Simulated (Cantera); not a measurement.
Charge: 1 mol Si₃N₄, 0.54 mol O₂, 11 mol H₂, held at 1675 K and 1.33 mbar.

Equilibrium computed with Cantera from the NASA thermochemical tables; the gas is ideal and each condensed phase is pure. Candidate condensed phases: H₂O, Si, SiO₂, Si₂N₂O, Si₃N₄; 35 gas species. The numbers say what is thermodynamically allowed, not how fast it happens.

Base state: H₂ 0.778, N₂ 0.142, SiO 0.0766, H 0.00281, Si 0.000326, SiH 1.76e-5 (mole fractions); condensed: Si(s).

Q: What changes in the equilibrium state with this change: Si₃N₄ replaced by AlN?

A: 
```tsv
species	before	after
H₂	0.778	0.962
N₂	0.142	0.0326
H	0.00281	0.00312
SiO	0.0766	0
Al	0	0.00145
Al₂O	0	0.000396
Si	0.000326	0
Si(s), mol	1.91	0
AlN(s), mol	0	0.257
Al₂O₃(s), mol	0	0.358
```
Mutual solubility and eutectic melting of coexisting phases are not modelled. Further candidate phases: Al, AlN, Al₂O₃.
